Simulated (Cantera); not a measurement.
A freely propagating, adiabatic, planar premixed flame of 38.1 % H2, 15.9 % O2, 43.0 % N2, 3.08 % H2O, equivalence ratio 1.2, unburnt at 625 K and 28000 Pa; mixture-averaged transport, grid criteria slope 0.08 and curve 0.16, no radiation.

Model: the H2/O2 subset of GRI-Mech 3.0, which has no nitrogen chemistry, integrated in Cantera. Burning velocities carry a grid error of a few per cent, more on coarse grids.

Question: Predict: laminar burning velocity; thermal thickness; peak x(OH); peak x(HO2); peak x(H2O2).

Answer: 
```json
{
 "laminar_burning_velocity": "933 cm/s",
 "thermal_thickness": "2.21 mm",
 "peak x(OH)": "0.0246",
 "peak x(HO2)": "0.000123",
 "peak x(H2O2)": "2.39e-6"
}
```
